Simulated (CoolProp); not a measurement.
Saturation properties of methane.

Computed with CoolProp (reference Helmholtz-energy equation of state, Setzmann 1991).

| T (°C) | p (bar) | liquid density (kg/m³) | vapour density (kg/m³) | liquid conductivity (mW/(m K)) |
|---|---|---|---|---|
| -167.55 | 0.5962 | 431.1 | 1.117 | 192 |
| -163.35 | 0.8664 | 425.1 | 1.573 | 186 |
| -159.05 | 1.232 | 418.8 | 2.174 | 180 |
| -154.85 | 1.694 | 412.5 | 2.914 | 174 |
| -150.55 | 2.292 | 405.9 | 3.853 | 168 |
| -146.35 | 3.016 | 399.2 | 4.974 | 162 |
| -142.05 | 3.922 | 392.2 | 6.360 | 156 |
| -137.85 | 4.986 | 385.1 | 7.980 | 150 |
| -133.55 | 6.280 | 377.6 | 9.951 | 144 |
| -129.35 | 7.765 | 369.9 | 12.22 | 138 |
| -125.05 | 9.533 | 361.7 | 14.97 | 132 |
| -120.85 | 11.52 | 353.2 | 18.11 | 126 |

It boils at -161.5 °C under 1 atm.

Thermal conductivity comes from a separate model (Friend 1989).
